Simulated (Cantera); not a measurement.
What does this Cantera script print?

```python
import numpy as np
import cantera as ct

gas = ct.Solution("h2o2.yaml")
gas.TPX = 700, 13332, {'H2': 1, 'O2': 0.179, 'N2': 0.661}
flame = ct.FreeFlame(gas, width=0.16)
flame.set_refine_criteria(ratio=3, slope=0.08, curve=0.16)
flame.transport_model = "mixture-averaged"
flame.solve(loglevel=0, auto=True)
flame.transport_model = "multicomponent"
flame.soret_enabled = True
flame.solve(loglevel=0, refine_grid=True)
z, T = flame.grid, flame.T
thick = (T[-1] - T[0]) / np.gradient(T, z).max()
show = ['H2', 'O2', 'O', 'H2O', 'H2O2', 'OH']
print(f"laminar burning velocity  {flame.velocity[0] * 100:.3f} cm/s")
print(f"burnt temperature         {T[-1]:.1f} K")
print(f"thermal thickness         {thick * 1e3:.4f} mm")
print(f"grid points               {len(z)}")
z0 = z[flame.heat_release_rate.argmax()]
print(f"{'z/mm':>9s}{'T/K':>9s}{'u/(m/s)':>9s}" + "".join(f"{s:>11s}" for s in show))
rows = []
for k in (-3, -2, -1.5, -1, -0.5, -0.25, 0, 0.25, 0.5, 1, 2, 4, 8):
    zz = z0 + k * thick
    rows.append([k * thick, np.interp(zz, z, T), np.interp(zz, z, flame.velocity),
                 *(np.interp(zz, z, flame.X[gas.species_index(s)]) for s in show)])
    print(f"{rows[-1][0] * 1e3:9.3f}{rows[-1][1]:9.1f}{rows[-1][2]:9.3f}" + "".join(f"{x:11.3e}" for x in rows[-1][3:]))
```

Result:

```
laminar burning velocity  829.074 cm/s
burnt temperature         2141.7 K
thermal thickness         7.0441 mm
grid points               148
     z/mm      T/K  u/(m/s)         H2         O2          O        H2O       H2O2         OH
  -21.132    700.0    8.291  5.435e-01  9.728e-02  6.323e-15  8.832e-12  1.230e-11  7.225e-16
  -14.088    700.0    8.291  5.435e-01  9.728e-02  5.218e-12  1.381e-10  1.242e-11  6.078e-13
  -10.566    700.0    8.291  5.435e-01  9.728e-02  2.404e-10  3.830e-09  1.462e-11  2.899e-11
   -7.044    700.0    8.291  5.435e-01  9.728e-02  2.909e-08  4.570e-07  4.797e-10  5.762e-09
   -3.522    710.4    8.391  5.406e-01  9.719e-02  1.458e-05  7.978e-04  1.239e-07  1.383e-05
   -1.761    802.2    9.362  5.164e-01  9.356e-02  2.804e-04  1.117e-02  7.080e-08  1.384e-04
    0.000   1107.0   12.661  3.810e-01  4.600e-02  2.861e-03  1.092e-01  1.079e-07  1.298e-03
    1.761   1307.0   14.890  2.998e-01  2.735e-03  9.311e-04  1.950e-01  3.719e-08  1.344e-03
    3.522   1383.3   15.696  3.015e-01  2.855e-04  5.643e-04  2.007e-01  3.407e-08  1.497e-03
    7.044   1475.7   16.645  3.107e-01  1.683e-04  5.552e-04  2.018e-01  3.631e-08  1.831e-03
   14.088   1584.7   17.737  3.220e-01  1.485e-04  5.153e-04  2.032e-01  3.290e-08  2.162e-03
   28.176   1700.9   18.873  3.341e-01  1.164e-04  4.224e-04  2.049e-01  2.383e-08  2.363e-03
   56.353   1814.5   19.956  3.459e-01  7.937e-05  2.997e-04  2.070e-01  1.424e-08  2.338e-03
```

Cantera simulation using the H2/O2 subset of GRI-Mech 3.0, which has no nitrogen chemistry; the numbers are that mechanism's predictions, not measurements. Burning velocities carry a grid error of a few per cent, more on coarse grids.
